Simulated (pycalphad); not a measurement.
Phase fractions of Hf-1.528B (wt.%)

Computed with pycalphad from the COST 507 light-alloy database (1999), at 1 atm. The data set is of 1999 and partly superseded. Amounts are mole fractions of atoms. Diffusion is slow at the low end, where real alloys seldom reach equilibrium.

```
T (°C)  LIQUID     BM  BCC_A2  HCP_A3
------  ------  -----  ------  ------
2127     1.000      -       -       -
1927     0.882  0.118       -       -
1727         -  0.392       -   0.608
1527         -  0.398       -   0.602
1327         -  0.403       -   0.597
1127         -  0.405       -   0.595
927          -  0.407       -   0.593
727          -  0.408       -   0.592
527          -  0.408       -   0.592
327          -  0.408       -   0.592
```

Database names, with the compositions (at.%) that they take in these runs: BM: Hf 50 B 50. BCC_A2 is bcc; HCP_A3 is hcp.
